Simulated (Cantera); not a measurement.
An adiabatic, constant-pressure homogeneous reactor starts with CH4 : C2H6 : C3H8 : O2 : N2 = 1 : 0.072 : 1.3 : 10.1 : 37.8 (molar parts), at 1798 K and 5.00 bar. Integrator tolerance rtol = 1e-08.

Detailed kinetics in Cantera: GRI-Mech 3.0 (53 species, 325 reactions). GRI-Mech 3.0 was tuned for natural gas; its chemistry of propane as a main component is partial and can be far from experiment.

Problem. What does this change do: pressure from 5.00 bar to 4.00 bar?

Solution. 
```
quantity                                                            before                                    after
---------------------------------  ---------------------------------------  ---------------------------------------
time of steepest temperature rise                                  4.32 µs                                  5.08 µs
temperature at 0.200 s                                              2938 K                                   2921 K
equilibrium temperature                                             2938 K                                   2921 K
x(CH4) at 0.200 s                    <1e-12 (gas-phase equilibrium <1e-12)    <1e-12 (gas-phase equilibrium <1e-12)
x(C2H6) at 0.200 s                   <1e-12 (gas-phase equilibrium <1e-12)    <1e-12 (gas-phase equilibrium <1e-12)
x(C3H8) at 0.200 s                   <1e-12 (gas-phase equilibrium <1e-12)    <1e-12 (gas-phase equilibrium <1e-12)
x(HCO) at 0.200 s                  8.98e-8 (gas-phase equilibrium 8.98e-8)  8.08e-8 (gas-phase equilibrium 8.08e-8)
x(OH) at 0.200 s                     0.0209 (gas-phase equilibrium 0.0209)    0.0213 (gas-phase equilibrium 0.0213)
x(N2O) at 0.200 s                  1.96e-6 (gas-phase equilibrium 1.96e-6)  1.73e-6 (gas-phase equilibrium 1.73e-6)
x(O) at 0.200 s                    0.00745 (gas-phase equilibrium 0.00745)  0.00790 (gas-phase equilibrium 0.00790)
```

Problem. What does this change do: initial temperature 1798 to 1750 K?

Solution. 
```csv
quantity,before,after
time of steepest temperature rise,4.32 µs,5.49 µs
temperature at 0.200 s,2938 K,2918 K
equilibrium temperature,2938 K,2918 K
x(CH4) at 0.200 s,<1e-12 (gas-phase equilibrium <1e-12),<1e-12 (gas-phase equilibrium <1e-12)
x(C2H6) at 0.200 s,<1e-12 (gas-phase equilibrium <1e-12),<1e-12 (gas-phase equilibrium <1e-12)
x(C3H8) at 0.200 s,<1e-12 (gas-phase equilibrium <1e-12),<1e-12 (gas-phase equilibrium <1e-12)
x(HCO) at 0.200 s,8.98e-8 (gas-phase equilibrium 8.98e-8),8.05e-8 (gas-phase equilibrium 8.05e-8)
x(OH) at 0.200 s,0.0209 (gas-phase equilibrium 0.0209),0.0201 (gas-phase equilibrium 0.0201)
x(N2O) at 0.200 s,1.96e-6 (gas-phase equilibrium 1.96e-6),1.91e-6 (gas-phase equilibrium 1.91e-6)
x(O) at 0.200 s,0.00745 (gas-phase equilibrium 0.00745),0.00690 (gas-phase equilibrium 0.00690)
```

Problem. What does this change do: pressure from 5.00 bar to 2.40 bar?

Solution. 
```tsv
quantity	before	after
time of steepest temperature rise	4.32 µs	7.46 µs
temperature at 0.200 s	2938 K	2882 K
equilibrium temperature	2938 K	2882 K
x(CH4) at 0.200 s	<1e-12 (gas-phase equilibrium <1e-12)	<1e-12 (gas-phase equilibrium <1e-12)
x(C2H6) at 0.200 s	<1e-12 (gas-phase equilibrium <1e-12)	<1e-12 (gas-phase equilibrium <1e-12)
x(C3H8) at 0.200 s	<1e-12 (gas-phase equilibrium <1e-12)	<1e-12 (gas-phase equilibrium <1e-12)
x(HCO) at 0.200 s	8.98e-8 (gas-phase equilibrium 8.98e-8)	6.27e-8 (gas-phase equilibrium 6.27e-8)
x(OH) at 0.200 s	0.0209 (gas-phase equilibrium 0.0209)	0.0221 (gas-phase equilibrium 0.0221)
x(N2O) at 0.200 s	1.96e-6 (gas-phase equilibrium 1.96e-6)	1.29e-6 (gas-phase equilibrium 1.29e-6)
x(O) at 0.200 s	0.00745 (gas-phase equilibrium 0.00745)	0.00900 (gas-phase equilibrium 0.00900)
```
